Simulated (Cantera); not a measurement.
A closed system holds: 1 mol TEOS, 1.2 mol H2O, 14 mol H2, equilibrated at 998.15 K and 0.100 bar.

Equilibrium computed with Cantera from the NASA thermochemical tables; the gas is ideal and each condensed phase is pure. Candidate condensed phases: C, C6H6, C7H8, C8H18, H2O, Si, SiC, SiO2; 123 gas species. The feed counts by its element totals alone. Rates play no part.

Base state: H2 0.879, CO 0.109, CH4 0.00753, H2O 0.00389, CO2 0.000697 (mole fractions); condensed: C(graphite) + SiO2(β-quartz).

Task: What changes in the equilibrium state with this change: temperature from 998.15 K to 1998 K?

Result: 
```
species                before     after
-------------------  --------  --------
H2                      0.879     0.824
CO                      0.109     0.169
H                     6.40e-9   0.00460
CH4                   0.00753   2.90e-5
SiO                     <1e-9   0.00157
C2H2 (acetylene)        <1e-9  0.000625
Si                      <1e-9   2.31e-5
CO2                  0.000697   7.38e-8
H2O                   0.00389   1.65e-6
C(graphite), mol         4.72      1.86
SiO2(β-quartz), mol      1.00         0
SiC(s), mol                 0     0.951
```
